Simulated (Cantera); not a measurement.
A perfectly stirred reactor is fed with CH4 : H2 : CO2 = 0.037 : 1 : 0.047 (molar parts), at 9000 Pa; it is held at 2175 K, and followed from long to short residence time.

Computed with Cantera and GRI-Mech 3.0 (53 species, 325 reactions).

Task: Predict: x(CH4) at τ = 0.470 s; x(H2) at τ = 0.470 s; x(CO2) at τ = 0.470 s; x(OH) at τ = 0.470 s; x(C2H4) at τ = 0.470 s; x(CH4) at τ = 27.0 ms; x(H2) at τ = 27.0 ms; x(CO2) at τ = 27.0 ms; x(OH) at τ = 27.0 ms; x(C2H4) at τ = 27.0 ms.

Result: 
| Property | Result |
|---|---|
| x(CH4) at τ = 0.470 s | 0.000709 |
| x(H2) at τ = 0.470 s | 0.902 |
| x(CO2) at τ = 0.470 s | 0.000223 |
| x(OH) at τ = 0.470 s | 2.79e-5 |
| x(C2H4) at τ = 0.470 s | 9.50e-7 |
| x(CH4) at τ = 27.0 ms | 0.00371 |
| x(H2) at τ = 27.0 ms | 0.893 |
| x(CO2) at τ = 27.0 ms | 0.000985 |
| x(OH) at τ = 27.0 ms | 5.07e-5 |
| x(C2H4) at τ = 27.0 ms | 1.10e-5 |
